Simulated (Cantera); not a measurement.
A closed system holds: 1 mol toluene, 0.74 mol H2, 0.037 mol NH3, held at 1575 K and 1500 Torr.

These are equilibrium values from Cantera (NASA tables, ideal gas, pure condensed phases), not measurements of a reactor. The numbers say what is thermodynamically allowed, not how fast it happens.

```json
[
 {"species": "H2", "before": "0.992", "after": "0.990"},
 {"species": "N2", "before": "0.00380", "after": "0.00602"},
 {"species": "CH4", "before": "0.00358", "after": "0.00357"},
 {"species": "HCN", "before": "0.000107", "after": "0.000135"},
 {"species": "C2H2 (acetylene)", "before": "2.09e-5", "after": "2.09e-5"},
 {"species": "H", "before": "2.93e-5", "after": "2.92e-5"},
 {"species": "C(graphite), mol", "before": "6.98", "after": "6.98"}
]
```
Gas species are given as mole fractions.

Problem. Which change was made?
A. temperature from 1575 K to 2675 K
B. NH3 from 0.037 to 0.059 mol
C. pressure from 1500 Torr to 2.93 Torr
D. pressure from 1500 Torr to 10.0 Torr

Solution. B, NH3 from 0.037 to 0.059 mol
